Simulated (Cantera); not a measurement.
# Equilibrium for silicon carbide growth: CH3SiH3 + HCl + H2

A closed system holds: 1 mol CH3SiH3, 1.4 mol HCl, 2 mol H2, equilibrated at 0.0100 bar.

These are equilibrium values from Cantera (NASA tables, ideal gas, pure condensed phases), not measurements of a reactor. Candidate condensed phases: C, C6H6, C7H8, C8H18, Si, SiC; 109 gas species. The feed counts by its element totals alone. The tables' values for SiCl, SiCl3 are old estimates; treat these amounts as uncertain. Gases not in the tables: Si2H6 and higher silanes. The numbers say what is thermodynamically allowed, not how fast it happens.

```csv
T (K),x H2,x HCl,x H,x Si,x Cl,x SiCl2,n C(graphite),n SiC(s)
1198,0.785,0.214,1.68e-6,<1e-12,3.98e-7,0.000228,0.00883,0.991
1298,0.783,0.217,9.48e-6,1.19e-11,2.21e-6,0.000467,0.00509,0.995
1398,0.782,0.217,4.19e-5,3.70e-10,9.54e-6,0.000839,0.00628,0.994
1498,0.783,0.216,0.000152,7.26e-9,3.38e-5,0.00138,0.00932,0.990
1598,0.783,0.214,0.000471,9.76e-8,0.000102,0.00210,0.0137,0.986
1698,0.783,0.212,0.00128,9.64e-7,0.000269,0.00303,0.0191,0.980
1798,0.783,0.209,0.00311,7.36e-6,0.000638,0.00414,0.0253,0.973
1898,0.780,0.205,0.00691,4.53e-5,0.00137,0.00541,0.0319,0.964
1998,0.775,0.200,0.0141,0.000231,0.00272,0.00676,0.0389,0.953
2098,0.764,0.193,0.0269,0.00101,0.00501,0.00812,0.0484,0.936
2198,0.743,0.183,0.0480,0.00386,0.00861,0.00930,0.0692,0.899
2298,0.706,0.168,0.0805,0.0131,0.0138,0.0101,0.130,0.796
2398,0.636,0.146,0.126,0.0400,0.0205,0.0100,0.319,0.471
```
x: gas mole fraction; n: condensed amount in mol.

From 1198 K to 2398 K the condensed part is C(graphite) + SiC(s). The main Si-bearing gas is SiCl4 at 1198 K and Si at 2398 K. The share of Si in condensed phases is highest at 1298 K (99.5 %) and lowest at 2398 K (47.1 %).
